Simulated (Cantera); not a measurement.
## Hydrocarbon pyrolysis for carbon deposition

An isothermal, constant-pressure homogeneous reactor starts with 1.72 % CH4, 98.3 % N2, at 1575 K and 105 Torr.

Cantera simulation using GRI-Mech 3.0 (53 species, 325 reactions); the numbers are that mechanism's predictions, not measurements. GRI-Mech 3.0 stops at C3 and has no aromatics, soot or wall deposition, so with more carbon than oxygen in the feed, carbon stays in small species such as C2H2 where larger ones or solid carbon would form.

| t (s) | x CH4 | x C2H2 | x HCN | x CH3 | x CH2 | x H |
|---|---|---|---|---|---|---|
| 3.00e-6 | 0.0172 | <1e-12 | <1e-12 | 1.00e-8 | <1e-12 | 8.52e-9 |
| 1.94e-5 | 0.0172 | <1e-12 | <1e-12 | 8.40e-8 | <1e-12 | 3.61e-8 |
| 0.000126 | 0.0172 | <1e-12 | <1e-12 | 7.24e-7 | 2.97e-12 | 5.36e-8 |
| 0.000814 | 0.0172 | 8.02e-12 | <1e-12 | 4.97e-6 | 8.20e-11 | 5.41e-8 |
| 0.00527 | 0.0172 | 1.53e-8 | 1.26e-12 | 3.14e-5 | 2.56e-9 | 7.29e-8 |
| 0.0341 | 0.0167 | 2.52e-5 | 4.11e-10 | 0.000153 | 5.13e-8 | 7.19e-7 |
| 0.221 | 0.0105 | 0.00289 | 6.95e-8 | 0.000128 | 6.09e-8 | 6.21e-6 |
| 1.43 | 0.00317 | 0.00687 | 5.05e-7 | 3.93e-5 | 2.10e-8 | 1.28e-5 |
| 9.27 | 0.000458 | 0.00824 | 1.41e-6 | 6.35e-6 | 3.91e-9 | 1.69e-5 |
| 60.0 | 6.53e-5 | 0.00844 | 2.32e-6 | 9.28e-7 | 5.89e-10 | 1.77e-5 |
x: mole fraction; the columns are a selection and need not sum to one.

Equilibrium at this temperature and pressure: CH4 6.56e-6, C2H2 0.000870, HCN 0.0152, CH3 9.34e-8, CH2 5.94e-11, H 1.78e-5 (gas phase only).
